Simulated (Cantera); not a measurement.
## Ignition delay

Mixture: 21.2 % CO, 0.999 % H2, 16.4 % O2, 61.4 % N2, at 22.0 bar, adiabatic and at constant pressure. Ignition delay is the time to a rise of 400 K.

Computed with Cantera and GRI-Mech 3.0 (53 species, 325 reactions). The hydrogen kinetics of GRI-Mech 3.0 are dated; newer H2 mechanisms differ, most at raised pressure. The pressure lies above the range GRI-Mech 3.0 was tuned for (to about 10 atm).

```tsv
T0 (K)	delay (ms)
1025	2.78
1075	0.980
1125	0.383
1175	0.163
1225	0.0753
1275	0.0378
1325	0.0208
1375	0.0128
```

The apparent activation energy between 1275 and 1375 K comes out as 160 kJ/mol.
